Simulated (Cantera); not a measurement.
# Pyrogenic steam for wet oxidation

An isothermal, constant-pressure homogeneous reactor starts with H2 : O2 : N2 = 0.36 : 1 : 8.6 (molar parts), equivalence ratio 0.18, at 950 K and 0.640 bar.

Cantera simulation using GRI-Mech 3.0 (53 species, 325 reactions); the numbers are that mechanism's predictions, not measurements. The temperature is held fixed by assumption; the heat of reaction is taken as removed at once.

```csv
t (s),x H2,x O2,x N2O,x NO,x H2O2,x O,x OH
7.00e-5,0.0361,0.100,<1e-12,<1e-12,<1e-12,8.36e-12,2.73e-12
0.000195,0.0361,0.100,<1e-12,<1e-12,<1e-12,4.74e-11,1.43e-11
0.000545,0.0361,0.100,<1e-12,<1e-12,9.37e-12,1.07e-9,3.19e-10
0.00152,0.0361,0.100,1.61e-11,<1e-12,3.42e-7,4.19e-6,1.93e-6
0.00424,0.00634,0.0867,9.26e-9,2.36e-8,8.91e-6,1.86e-5,1.40e-5
0.0118,0.00498,0.0861,1.06e-8,1.47e-8,3.33e-5,1.46e-6,9.95e-7
0.0330,0.00410,0.0857,1.17e-8,1.31e-8,5.44e-5,1.19e-6,8.77e-7
0.0921,0.00260,0.0850,1.40e-8,1.07e-8,4.92e-5,8.39e-7,6.94e-7
0.257,0.00106,0.0843,1.80e-8,7.35e-9,2.03e-5,4.49e-7,4.52e-7
0.717,0.000261,0.0840,2.26e-8,4.12e-9,3.04e-6,1.38e-7,2.25e-7
2.00,5.06e-5,0.0839,2.55e-8,1.95e-9,2.29e-7,1.96e-8,8.80e-8
```
x: mole fraction; the columns are a selection and need not sum to one.

Equilibrium at this temperature and pressure: H2 2.91e-12, O2 0.0838, N2O 8.63e-10, NO 1.18e-5, H2O2 1.22e-11, O 1.16e-11, OH 2.22e-8 (gas phase only).
